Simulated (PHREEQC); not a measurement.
A solution holds 28 mmol/kgw HF and 2.4 mmol/kgw KF, at 25 °C. Closed to the air; pH follows from the charge balance.

All values are PHREEQC results (ion-association model, wateq4f.dat), not measurements.

Each row changes one thing in this solution. No solid was allowed to form.

```tsv
case	pH	ionic strength (mol/kgw)	HF (mol/kgw)	F- (mol/kgw)	H2F2 (mol/kgw)	HF2- (mol/kgw)
as made	2.52	0.00566	0.0218	0.00522	0.00124	0.000438
0.00047 mol/kgw NaOH added	2.54	0.00594	0.0216	0.00549	0.00121	0.000455
KF replaced by H2SiF6 at the same molality	2.17	0.00986	0.0225	0.00245	0.00132	0.000212
0.0043 mol/kgw NaOH added	2.75	0.00861	0.0192	0.00802	0.000967	0.000593
KF left out	2.41	0.00418	0.0212	0.00387	0.00117	0.000314
0.019 mol/kgw HBF4 added	1.80	0.0204	0.0258	0.00125	0.00174	0.000124
```

Species that the database lacks are ignored. wateq4f.dat counts part of the HF as a dimer, H2F2, which phreeqc.dat doesn't know; its constant is uncertain.
